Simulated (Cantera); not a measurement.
Feed: 1 mol SiH2Cl2, 0.28 mol C2H4, 4.9 mol H2, equilibrated at 2148 K and 0.133 bar.

Equilibrium computed with Cantera from the NASA thermochemical tables; the gas is ideal and each condensed phase is pure. Candidate condensed phases: C, C6H6, C7H8, C8H18, Si, SiC; 109 gas species. The tables' values for SiCl, SiCl3 are old estimates; treat these amounts as uncertain. Gases not in the tables: Si2H6 and higher silanes. Equilibrium is a limit: real reactors are often held back by kinetics, nucleation or transport.

Base state: H2 0.778, HCl 0.152, SiCl2 0.0546, H 0.0101, Si 0.00148, Cl 0.00144, SiCl 0.00143, SiCl3 0.000488 (mole fractions); condensed: SiC(s).

Problem. What changes in the equilibrium state with this change: pressure from 0.133 bar to 2.30 mbar?

Solution. 
```tsv
species	before	after
H2	0.778	0.678
HCl	0.152	0.181
H	0.0101	0.0716
SiCl2	0.0546	0.0251
Si	0.00148	0.0244
Cl	0.00144	0.0140
SiC2	1.20e-6	0.000245
SiHCl3	1.06e-5	1.00e-7
Si2C	7.25e-5	0.00119
SiCl3	0.000488	3.74e-5
SiC(s), mol	0.559	0.544
```
